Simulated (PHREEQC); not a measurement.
Consider water at 25 °C with 0.0011 mol/kgw CuSO4, 6.1e-05 mol/kgw HBF4 and 0.12 mol/kgw H3BO3. Closed to the air; pH follows from the charge balance.

All values are PHREEQC results (ion-association model, wateq4f.dat), not measurements.

No solid was allowed to form.

### Question
What pH does the model give?

### Answer
pH 3.78.

### Question
In which forms is S present?

### Answer
SO4-2 88 %, CuSO4 10 %, HSO4- 1.2 % of the S.

Complexes and solids missing from the database can't appear. Real BF4- forms and hydrolyses slowly; the run takes it at equilibrium.
